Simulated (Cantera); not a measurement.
# Adiabatic ignition

An adiabatic, constant-pressure homogeneous reactor starts with 9.64 % CH₄, 9.16 % CO, 17.1 % O₂, 64.1 % N₂, at 1350 K and 100000 Pa.

Cantera simulation using GRI-Mech 3.0 (53 species, 325 reactions); the numbers are that mechanism's predictions, not measurements.

```csv
t (s),T (K),x CH₄,x CO,x O₂,x C₂H₄,x HCN,x CH₃
2.00e-6,1350,0.0964,0.0916,0.171,<1e-12,<1e-12,3.89e-8
6.32e-6,1350,0.0964,0.0916,0.171,<1e-12,<1e-12,1.49e-7
2.00e-5,1350,0.0964,0.0916,0.171,3.25e-12,<1e-12,5.30e-7
6.32e-5,1350,0.0964,0.0916,0.171,1.62e-10,<1e-12,1.96e-6
0.000200,1350,0.0964,0.0916,0.171,8.28e-9,<1e-12,7.77e-6
0.000632,1350,0.0964,0.0916,0.171,4.05e-7,<1e-12,2.86e-5
0.00200,1352,0.0960,0.0916,0.170,8.49e-6,<1e-12,5.33e-5
0.00632,1372,0.0926,0.0916,0.168,0.000194,<1e-12,0.000122
0.0200,2698,<1e-12,0.111,0.00375,<1e-12,7.79e-9,<1e-12
0.0632,2698,<1e-12,0.111,0.00375,<1e-12,7.81e-9,<1e-12
0.200,2698,<1e-12,0.111,0.00375,<1e-12,7.81e-9,<1e-12
0.632,2698,<1e-12,0.111,0.00375,<1e-12,7.81e-9,<1e-12
2.00,2698,<1e-12,0.111,0.00375,<1e-12,7.81e-9,<1e-12
```
x: mole fraction; the columns are a selection and need not sum to one.

```
Property                                                             Value
---------------------------------  ---------------------------------------
time of steepest temperature rise                                  9.09 ms
temperature at 2.00 s                                               2698 K
equilibrium temperature                                             2698 K
x(CH₄) at 2.00 s                     <1e-12 (gas-phase equilibrium <1e-12)
x(CO) at 2.00 s                        0.111 (gas-phase equilibrium 0.111)
x(O₂) at 2.00 s                    0.00375 (gas-phase equilibrium 0.00375)
```
